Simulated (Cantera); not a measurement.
**Adiabatic ignition**

An adiabatic, constant-pressure homogeneous reactor starts with 14.4 % CH3OH, 18.0 % O2, 67.6 % N2, equivalence ratio 1.2, at 1475 K and 8.59 atm.

Detailed kinetics in Cantera: GRI-Mech 3.0 (53 species, 325 reactions). GRI-Mech 3.0 was tuned for natural gas; its chemistry of methanol as a main component is partial and can be far from experiment.

```tsv
t (s)	T (K)	x CH3OH	x O2	x CH2O	x H2	x CH2CO
1.00e-6	1475	0.144	0.180	2.75e-5	1.27e-5	1.11e-12
2.80e-6	1475	0.144	0.180	9.05e-5	4.01e-5	8.85e-12
7.82e-6	1475	0.143	0.180	0.000364	0.000156	7.47e-11
2.19e-5	1479	0.140	0.178	0.00319	0.00128	1.11e-9
6.11e-5	2875	<1e-12	0.00729	5.41e-9	0.0264	<1e-12
0.000171	2875	<1e-12	0.00653	5.50e-9	0.0265	<1e-12
0.000478	2867	<1e-12	0.00594	5.65e-9	0.0270	<1e-12
0.00134	2865	<1e-12	0.00582	5.69e-9	0.0271	<1e-12
0.00374	2865	<1e-12	0.00581	5.69e-9	0.0271	<1e-12
0.0105	2865	<1e-12	0.00581	5.69e-9	0.0271	<1e-12
0.0292	2865	<1e-12	0.00581	5.69e-9	0.0271	<1e-12
0.0818	2865	<1e-12	0.00581	5.69e-9	0.0271	<1e-12
0.229	2865	<1e-12	0.00581	5.69e-9	0.0271	<1e-12
0.639	2865	<1e-12	0.00581	5.69e-9	0.0271	<1e-12
1.79	2865	<1e-12	0.00581	5.69e-9	0.0271	<1e-12
5.00	2865	<1e-12	0.00581	5.69e-9	0.0271	<1e-12
```
x: mole fraction; the columns are a selection and need not sum to one.

```json
{
  "time_of_steepest_temperature_rise": "42.1 µs",
  "temperature at 5.00 s": "2865 K",
  "equilibrium_temperature": "2865 K",
  "x(CH3OH) at 5.00 s": "<1e-12 (gas-phase equilibrium <1e-12)",
  "x(O2) at 5.00 s": "0.00581 (gas-phase equilibrium 0.00581)",
  "x(CH2O) at 5.00 s": "5.69e-9 (gas-phase equilibrium 5.69e-9)"
}
```
